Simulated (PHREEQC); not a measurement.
Solution (65 °C): 0.27 mol NaHCO3 and 6.2e-05 mol NaF per kg of water. Closed to the air; pH follows from the charge balance.

Computed with PHREEQC (ion-association model, wateq4f.dat).

No solid was allowed to form.

Q: Order these C species by the share of C that they hold, largest first: CO2, HCO3-, CO3-2, NaCO3-, NaHCO3.

A: HCO3- (86 %), NaHCO3 (5.8 %), CO2 (4.0 %), NaCO3- (3.5 %), CO3-2 (0.50 %)

The pH is 7.46 and the ionic strength 0.246 mol/kgw. Away from 25 °C the constants follow the database's enthalpies or fits; those with neither stay at their 25 °C values.
